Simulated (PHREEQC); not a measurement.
A PHREEQC input (ion-association model, phreeqc.dat):

```
SOLUTION 1
  temp 298.15
  units mg/L
  pH 5.67
  pe 10.7
  Na 3.75
  K 0.335
  Ca 2.82
  Mg 2.47
  Cl 5.94
  S(6) 2.82 as SO4
  Alkalinity 17.8 as HCO3
  Zn 0.286
  F 0.00556
END
USE solution 1
EQUILIBRIUM_PHASES 1
  Fluorite 0 0
  CO2(g) -2.5 10
END
```

It stops with these messages:

```
WARNING: Maximum iterations exceeded, 100
WARNING: Maximum iterations exceeded, 100
WARNING: The program has failed to converge to a numerical solution.
ERROR:           Alkalinity has not converged. Total: 2.917225e-04	Calculated: -1.153037e-05	Residual: 3.032529e-04
ERROR: Is non-carbonate alkalinity greater than total alkalinity?
ERROR:                   Ca has not converged. Total: 7.036183e-05	Calculated: 1.122045e-06	Residual: 6.923979e-05
ERROR:                   Cl has not converged. Total: 1.675518e-04	Calculated: 1.732114e-04	Residual: -5.659613e-06
ERROR:                    F has not converged. Total: 2.926668e-07	Calculated: 2.826853e-07	Residual: 9.981564e-09
ERROR:                    K has not converged. Total: 8.567647e-06	Calculated: 8.862374e-06	Residual: -2.947270e-07
ERROR:                   Mg has not converged. Total: 1.015996e-04	Calculated: 1.561632e-05	Residual: 8.598328e-05
ERROR:                   Na has not converged. Total: 1.631217e-04	Calculated: 4.494766e-05	Residual: 1.181741e-04
ERROR:                 S(6) has not converged. Total: 2.935649e-05	Calculated: 2.041209e-05	Residual: 8.944398e-06
ERROR:                   Zn has not converged. Total: 4.375254e-06	Calculated: 1.238378e-07	Residual: 4.251416e-06
ERROR:               A(H2O) Activity of water has not converged. 	Residual: 1.600000e+01
ERROR: Model failed to converge for initial solution  1.
```

Find the cause and the fix.

The fault: the temperature typed in kelvin. The line should read `temp 25` where the input has `temp 298.15`. With the mend the run ends at pH 6.77 and ionic strength 0.000722 mol/kgw.
